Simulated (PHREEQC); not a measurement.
NaF is added in steps, without added water, to 1 kg of water holding 140 mmol/kgw HF, 67 mmol/kgw (CH3)4NF, 0.28 mmol/kgw H2SiF6 and 14 mmol/kgw HCl, at 20 °C. Oxygen is held at 0.21 atm. CO2 is held at log p = -3.4 (atm). The run lets Quartz, Halite precipitate or redissolve, and no other solid.

Base run: PHREEQC, ion-association model, phreeqc.dat. Each further column changes one thing. The table gives HF2- (mol/kgw).

```tsv
NaF added (mol)	base	metal-ligand complexes left out	Debye-Hückel limiting law	database wateq4f.dat	Davies equation for every ion
0	0.0184	0.0184	0.0186	0.0137	0.0187
0.01575	0.0228	0.0229	0.0230	0.0172	0.0231
0.03675	0.0284	0.0286	0.0285	0.0218	0.0288
0.0525	0.0323	0.0327	0.0325	0.0252	0.0329
0.06825	0.0361	0.0366	0.0364	0.0284	0.0369
0.08925	0.0409	0.0415	0.0412	0.0326	0.0418
0.105	0.0443	0.0450	0.0446	0.0357	0.0454
0.1207	0.0475	0.0483	0.0479	0.0386	0.0487
0.1417	0.0515	0.0526	0.0520	0.0424	0.0530
0.1575	0.0543	0.0555	0.0549	0.0451	0.0560
0.1732	0.0570	0.0584	0.0577	0.0477	0.0588
0.1943	0.0604	0.0619	0.0612	0.0511	0.0625
0.21	0.0628	0.0645	0.0637	0.0536	0.0650
```

(CH3)4N+ isn't in the database: it is added as a free cation with an ion size of 4 Å. SiF6-2 is the database's only silicon fluoride. wateq4f.dat counts part of the HF as a dimer, H2F2, which phreeqc.dat doesn't know; its constant is uncertain. phreeqc.dat and wateq4f.dat share most of their constants, so their agreement is no independent check. Solids allowed in the column 'database wateq4f.dat': Quartz, Halite, Nahcolite, Natron.
